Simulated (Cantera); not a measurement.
# Premixed flame

A freely propagating, adiabatic, planar premixed flame of H2 : O2 : N2 : H2O = 1 : 0.227 : 0.855 : 0.093 (molar parts), equivalence ratio 2.2, unburnt at 600 K and 113 Torr; multicomponent transport, grid criteria slope 0.08 and curve 0.16, no radiation.

Cantera simulation using the H2/O2 subset of GRI-Mech 3.0, which has no nitrogen chemistry; the numbers are that mechanism's predictions, not measurements. Burning velocities carry a grid error of a few per cent, more on coarse grids.

```json
[
 {"z (mm)": "-15.8", "T (K)": "600", "u (m/s)": "6.54", "x H2": "0.460", "x O2": "0.104", "x H2O": "0.0428", "x HO2": "<1e-8", "x H": "<1e-8", "x OH": "<1e-8"},
 {"z (mm)": "-10.5", "T (K)": "600", "u (m/s)": "6.54", "x H2": "0.460", "x O2": "0.104", "x H2O": "0.0428", "x HO2": "<1e-8", "x H": "<1e-8", "x OH": "<1e-8"},
 {"z (mm)": "-7.88", "T (K)": "600", "u (m/s)": "6.54", "x H2": "0.460", "x O2": "0.104", "x H2O": "0.0428", "x HO2": "<1e-8", "x H": "<1e-8", "x OH": "<1e-8"},
 {"z (mm)": "-5.25", "T (K)": "600", "u (m/s)": "6.54", "x H2": "0.460", "x O2": "0.104", "x H2O": "0.0428", "x HO2": "8.31e-7", "x H": "4.71e-7", "x OH": "<1e-8"},
 {"z (mm)": "-2.63", "T (K)": "613", "u (m/s)": "6.68", "x H2": "0.458", "x O2": "0.104", "x H2O": "0.0437", "x HO2": "5.55e-5", "x H": "0.000556", "x OH": "3.11e-5"},
 {"z (mm)": "-1.31", "T (K)": "750", "u (m/s)": "8.11", "x H2": "0.437", "x O2": "0.0989", "x H2O": "0.0564", "x HO2": "3.50e-5", "x H": "0.0112", "x OH": "0.000233"},
 {"z (mm)": "0", "T (K)": "1098", "u (m/s)": "11.6", "x H2": "0.311", "x O2": "0.0558", "x H2O": "0.148", "x HO2": "1.24e-5", "x H": "0.0746", "x OH": "0.00156"},
 {"z (mm)": "1.31", "T (K)": "1322", "u (m/s)": "13.8", "x H2": "0.215", "x O2": "0.00623", "x H2O": "0.247", "x HO2": "1.30e-6", "x H": "0.116", "x OH": "0.00251"},
 {"z (mm)": "2.63", "T (K)": "1407", "u (m/s)": "14.6", "x H2": "0.211", "x O2": "0.00110", "x H2O": "0.258", "x HO2": "2.14e-7", "x H": "0.112", "x OH": "0.00282"},
 {"z (mm)": "5.25", "T (K)": "1503", "u (m/s)": "15.5", "x H2": "0.219", "x O2": "0.000716", "x H2O": "0.261", "x HO2": "1.27e-7", "x H": "0.0983", "x OH": "0.00336"},
 {"z (mm)": "10.5", "T (K)": "1613", "u (m/s)": "16.5", "x H2": "0.230", "x O2": "0.000589", "x H2O": "0.263", "x HO2": "9.65e-8", "x H": "0.0823", "x OH": "0.00382"},
 {"z (mm)": "21.0", "T (K)": "1728", "u (m/s)": "17.5", "x H2": "0.240", "x O2": "0.000428", "x H2O": "0.266", "x HO2": "6.77e-8", "x H": "0.0653", "x OH": "0.00400"},
 {"z (mm)": "42.0", "T (K)": "1838", "u (m/s)": "18.4", "x H2": "0.250", "x O2": "0.000269", "x H2O": "0.269", "x HO2": "4.41e-8", "x H": "0.0490", "x OH": "0.00378"}
]
```
x: mole fraction of selected species; z is measured from the peak of heat release.

```
Quantity                     Value
------------------------  --------
laminar burning velocity  654 cm/s
thermal thickness          5.25 mm
peak x(HO2)                5.56e-5
peak x(H)                    0.116
peak x(OH)                 0.00400
grid points                    143
```
